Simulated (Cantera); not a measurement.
A jet of H₂ : O₂ : N₂ = 0.019 : 0.071 : 0.79 (molar parts) at 300 K and 0.490 bar hits a platinum plate 9.9 cm away at a mass flux of 0.048 kg/m²/s; the plate temperature is set and raised in steps from an oxygen-covered start.

Computed with Cantera and Deutschmann's 1995 Pt surface mechanism with GRI-Mech 3.0 gas chemistry. Catalytic surfaces can have several steady states; this one follows from the mechanism file's or the stated starting coverage.

x: mole fraction at the wall; θ: surface coverage.

| plate T (K) | wall x H₂ | wall x O₂ | wall x H₂O | wall x OH | θ free Pt | θ O* | θ OH* |
|---|---|---|---|---|---|---|---|
| 600 | 0.000712 | 0.0580 | 0.0409 | <1e-8 | 0.0202 | 0.971 | 0.00858 |
| 650 | 0.000698 | 0.0581 | 0.0406 | <1e-8 | 0.0216 | 0.973 | 0.00579 |
| 700 | (withheld) | 0.0581 | 0.0405 | <1e-8 | (withheld) | 0.970 | (withheld) |
| 750 | 0.000441 | 0.0580 | 0.0406 | <1e-8 | 0.0376 | 0.959 | 0.00380 |
| 800 | (withheld) | 0.0579 | 0.0407 | <1e-8 | (withheld) | 0.933 | 0.00366 |
| 850 | 0.000176 | 0.0578 | 0.0407 | <1e-8 | 0.101 | 0.895 | 0.00354 |
| 900 | 0.000123 | 0.0578 | 0.0406 | 2.22e-8 | 0.150 | 0.847 | 0.00333 |

Question: Complete the blanks.

Answer: 
- 700, wall x H₂: 0.000619
- 700, θ free Pt: 0.0254
- 700, θ OH*: 0.00434
- 800, wall x H₂: 0.000277
- 800, θ free Pt: 0.0631
